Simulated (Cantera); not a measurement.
An isothermal, constant-pressure homogeneous reactor starts with N₂O : H₂O = 2 : 0.009 (molar parts), at 1475 K and 0.128 atm.

Computed with Cantera and GRI-Mech 3.0 (53 species, 325 reactions). GRI-Mech 3.0 was tuned for natural gas; its chemistry of N2O as a main component is partial and can be far from experiment. The temperature is held fixed by assumption; the heat of reaction is taken as removed at once.

x: mole fraction; the columns are a selection and need not sum to one.

| t (s) | x N₂O | x H₂O | x HO₂ | x O₂ | x NO |
|---|---|---|---|---|---|
| 0.000700 | 0.990 | 0.00446 | ___ | 0.00142 | 0.000867 |
| 0.00144 | 0.984 | 0.00444 | ___ | 0.00297 | 0.00178 |
| 0.00295 | 0.971 | 0.00441 | ___ | 0.00611 | 0.00359 |
| 0.00605 | 0.947 | 0.00437 | ___ | 0.0124 | 0.00720 |
| 0.0124 | 0.899 | 0.00430 | ___ | 0.0248 | 0.0142 |
| 0.0255 | 0.811 | 0.00417 | ___ | 0.0477 | 0.0272 |
| 0.0522 | 0.662 | 0.00394 | ___ | 0.0864 | 0.0491 |
| 0.107 | 0.451 | 0.00363 | ___ | 0.142 | 0.0798 |
| 0.220 | 0.222 | 0.00329 | ___ | 0.202 | 0.112 |
| 0.451 | 0.0631 | 0.00306 | ___ | 0.245 | 0.133 |
| 0.926 | 0.00831 | 0.00298 | ___ | 0.260 | 0.138 |
| 1.90 | 0.000372 | 0.00298 | 2.00e-8 | 0.263 | 0.138 |
| 3.90 | 6.39e-6 | 0.00298 | 1.99e-8 | 0.263 | 0.138 |
| 8.00 | 5.47e-6 | 0.00298 | 1.99e-8 | 0.263 | 0.138 |

**Question.** Fill in the missing entries.

**Answer.** 
- 0.000700, x HO₂: 6.12e-6
- 0.00144, x HO₂: 8.07e-6
- 0.00295, x HO₂: 6.83e-6
- 0.00605, x HO₂: 4.76e-6
- 0.0124, x HO₂: 2.98e-6
- 0.0255, x HO₂: 1.66e-6
- 0.0522, x HO₂: 8.22e-7
- 0.107, x HO₂: 3.60e-7
- 0.220, x HO₂: 1.39e-7
- 0.451, x HO₂: 5.12e-8
- 0.926, x HO₂: 2.45e-8
